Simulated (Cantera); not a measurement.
**NO annealing gas**

An isothermal, constant-pressure homogeneous reactor starts with NO : N2 = 1 : 4.7 (molar parts), at 1850 K and 0.987 atm.

Detailed kinetics in Cantera: GRI-Mech 3.0 (53 species, 325 reactions).

| t (s) | x NO | x N2O | x O2 | x NO2 | x N2 |
|---|---|---|---|---|---|
| 0.000100 | 0.175 | 1.06e-6 | 4.47e-9 | 5.73e-7 | 0.825 |
| 0.000325 | 0.175 | 3.15e-6 | 3.83e-8 | 2.80e-6 | 0.825 |
| 0.00105 | 0.175 | 7.81e-6 | 5.73e-7 | 1.14e-5 | 0.825 |
| 0.00342 | 0.175 | 1.27e-5 | 1.23e-5 | 3.36e-5 | 0.825 |
| 0.0111 | 0.175 | 1.35e-5 | 9.99e-5 | 4.18e-5 | 0.825 |
| 0.0360 | 0.175 | 1.34e-5 | 0.000401 | 4.41e-5 | 0.825 |
| 0.117 | 0.173 | 1.31e-5 | 0.00138 | 5.07e-5 | 0.826 |
| 0.380 | 0.166 | 1.21e-5 | 0.00449 | 6.63e-5 | 0.829 |
| 1.23 | 0.148 | 9.50e-6 | 0.0138 | 9.07e-5 | 0.838 |
| 4.00 | 0.103 | 4.64e-6 | 0.0362 | 9.80e-5 | 0.861 |
x: mole fraction; the columns are a selection and need not sum to one.

Equilibrium at this temperature and pressure: NO 0.00339, N2O 2.08e-7, O2 0.0860, NO2 4.90e-6, N2 0.911 (gas phase only).
